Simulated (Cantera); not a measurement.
An adiabatic, constant-pressure homogeneous reactor starts with C₃H₈ : O₂ : N₂ : CO₂ = 1 : 2.5 : 20 : 0.35 (molar parts), equivalence ratio 2.0, at 1750 K and 9.87 atm.

Detailed kinetics in Cantera: GRI-Mech 3.0 (53 species, 325 reactions). GRI-Mech 3.0 was tuned for natural gas; its chemistry of propane as a main component is partial and can be far from experiment.

x: mole fraction; the columns are a selection and need not sum to one.

| t (s) | T (K) | x C₃H₈ | x O₂ | x N₂O | x H₂O | x CO |
|---|---|---|---|---|---|---|
| 1.00e-6 | 1721 | 0.0309 | 0.101 | 5.33e-9 | 0.00232 | 0.000498 |
| 3.51e-6 | 1791 | 0.00488 | 0.0775 | 4.43e-8 | 0.0190 | 0.0134 |
| 1.23e-5 | 2450 | 9.49e-11 | 0.000177 | 2.63e-8 | 0.0783 | 0.0935 |
| 4.33e-5 | 2451 | 1.35e-11 | 1.77e-6 | 3.33e-8 | 0.0735 | 0.0996 |
| 0.000152 | 2444 | <1e-12 | [?] | [?] | 0.0697 | 0.106 |
| 0.000534 | 2442 | <1e-12 | 1.67e-6 | 3.97e-8 | 0.0692 | 0.106 |
| 0.00187 | 2443 | <1e-12 | 1.70e-6 | [?] | 0.0693 | 0.106 |
| 0.00658 | 2444 | <1e-12 | 1.71e-6 | 1.02e-8 | 0.0693 | 0.106 |
| 0.0231 | 2444 | <1e-12 | 1.72e-6 | 9.69e-9 | 0.0693 | 0.106 |
| 0.0811 | 2444 | <1e-12 | 1.72e-6 | 9.69e-9 | 0.0693 | 0.106 |
| 0.285 | 2444 | <1e-12 | 1.72e-6 | 9.69e-9 | 0.0693 | 0.106 |
| 1.00 | 2444 | <1e-12 | 1.72e-6 | 9.69e-9 | 0.0693 | 0.106 |

### Question
Some entries are withheld; supply them.

### Answer

- 0.000152, x O₂: 1.52e-6
- 0.000152, x N₂O: 5.54e-8
- 0.00187, x N₂O: 1.63e-8
